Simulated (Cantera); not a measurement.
Input: 1 mol CH3Cl, 0.23 mol F2, at 3050 K and 32000 Pa.

Method: chemical equilibrium by Gibbs-energy minimisation in Cantera with the NASA 1993 tables (ideal gas, pure condensed phases). Candidate condensed phases: C, C6H6, C7H8, C8H18; 118 gas species. The tables' values for CCl are old estimates; treat these amounts as uncertain. The numbers say what is thermodynamically allowed, not how fast it happens.

Base state: HCl 0.267, H2 0.253, HF 0.176, H 0.163, Cl 0.117, C2H2 (acetylene) 0.0182, C2H 0.00216, C3 0.00165 (mole fractions); condensed: C(graphite).

Question: What changes in the equilibrium state with this change: pressure from 32000 Pa to 570 Pa?

Answer: 
```json
[
 {"species": "H", "before": "0.163", "after": "0.506"},
 {"species": "Cl", "before": "0.117", "after": "0.217"},
 {"species": "HF", "before": "0.176", "after": "0.103"},
 {"species": "HCl", "before": "0.267", "after": "0.0273"},
 {"species": "H2", "before": "0.253", "after": "0.0433"},
 {"species": "C", "before": "0.000253", "after": "0.0126"},
 {"species": "C3", "before": "0.00165", "after": "0.0646"},
 {"species": "C2H2 (acetylene)", "before": "0.0182", "after": "0.00244"},
 {"species": "CH3", "before": "1.53e-5", "after": "1.28e-7"},
 {"species": "C2", "before": "0.000169", "after": "0.00747"},
 {"species": "C4", "before": "6.40e-6", "after": "0.000223"},
 {"species": "C5", "before": "3.50e-5", "after": "0.00108"},
 {"species": "C(graphite), mol", "before": "0.870", "after": "0"}
]
```
